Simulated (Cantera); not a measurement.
N2O furnace oxynitridation

An isothermal, constant-pressure homogeneous reactor starts with 51.0 % N₂O, 49.0 % O₂, at 1123 K and 1.01 bar.

Model: GRI-Mech 3.0 (53 species, 325 reactions), integrated in Cantera. GRI-Mech 3.0 was tuned for natural gas; its chemistry of N2O as a main component is partial and can be far from experiment. The mechanism lacks the step 2 NO + O2 → 2 NO2, which can matter for NO2 below about 1400 K. The temperature is held fixed by assumption; the heat of reaction is taken as removed at once.

| t (s) | x N₂O | x O₂ | x NO | x N₂ | x NO₂ | x O |
|---|---|---|---|---|---|---|
| 1.00e-5 | 0.510 | 0.490 | 1.28e-8 | 3.92e-7 | <1e-12 | 2.30e-7 |
| 3.01e-5 | 0.510 | 0.490 | 8.12e-8 | 1.44e-6 | <1e-12 | 4.10e-7 |
| 9.06e-5 | 0.510 | 0.490 | 3.60e-7 | 5.03e-6 | 4.11e-12 | 4.74e-7 |
| 0.000273 | 0.510 | 0.490 | 1.23e-6 | 1.60e-5 | 4.77e-11 | 4.75e-7 |
| 0.000820 | 0.510 | 0.490 | 3.84e-6 | 4.91e-5 | 4.65e-10 | 4.75e-7 |
| 0.00247 | 0.510 | 0.490 | 1.17e-5 | 0.000149 | 4.29e-9 | 4.75e-7 |
| 0.00743 | 0.510 | 0.490 | 3.53e-5 | 0.000448 | 3.76e-8 | 4.75e-7 |
| 0.0224 | 0.508 | 0.490 | 0.000106 | 0.00135 | 3.07e-7 | 4.75e-7 |
| 0.0673 | 0.505 | 0.491 | 0.000316 | 0.00404 | 2.06e-6 | 4.73e-7 |
| 0.203 | 0.495 | 0.492 | 0.000931 | 0.0120 | 9.82e-6 | 4.68e-7 |
| 0.610 | 0.465 | 0.498 | 0.00265 | 0.0344 | 3.31e-5 | 4.51e-7 |
| 1.83 | 0.391 | 0.511 | 0.00686 | 0.0915 | 9.05e-5 | 4.07e-7 |
| 5.52 | 0.247 | 0.536 | 0.0142 | 0.202 | 0.000192 | 3.07e-7 |
| 16.6 | 0.0852 | 0.566 | 0.0201 | 0.328 | 0.000283 | 1.46e-7 |
| 50.0 | 0.00804 | 0.581 | 0.0210 | 0.389 | 0.000399 | 1.99e-8 |
x: mole fraction; the columns are a selection and need not sum to one.

Equilibrium at this temperature and pressure: N₂O 6.76e-9, O₂ 0.593, NO 0.000127, N₂ 0.406, NO₂ 5.36e-6, O 3.39e-9 (gas phase only).
